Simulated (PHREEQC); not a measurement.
Model water analysis in mmol/kgw, 15 °C, pH 1.91, pe 12.6:

```tsv
constituent	mmol/kgw
Na	11.9
K	5.95
Ca	2.78
Mg	6.06
Cl	7.62
S(6)	26.6
N(5)	0.319
```

Cl is adjusted to close the charge balance.
Valence states are taken as typed.

Model: ion-association model, phreeqc.dat, run in PHREEQC.

- ionic strength: 0.0644 mol/kgw
- specific conductance: 6390 µS/cm
- density: 1.002 g/cm³
- total alkalinity: -22.5 meq/kg

```
species  molality  activity   log γ
-------  --------  --------  ------
SO4-2      0.0151   0.00656  -0.362
H+         0.0146    0.0123  -0.073
Na+        0.0115   0.00939  -0.090
HSO4-     0.00786   0.00636  -0.092
K+        0.00573   0.00458  -0.098
Cl-       0.00450   0.00360  -0.097
Mg+2      0.00395   0.00182  -0.337
MgSO4     0.00211   0.00214   0.006
Ca+2      0.00183  0.000819  -0.349
CaSO4    0.000871  0.000884   0.006
NaSO4-   0.000354  0.000289  -0.088
NO3-     0.000319  0.000252  -0.102
KSO4-    0.000216  0.000176  -0.088
CaHSO4+   7.75e-5   6.27e-5  -0.092
```

No solid was allowed to form.
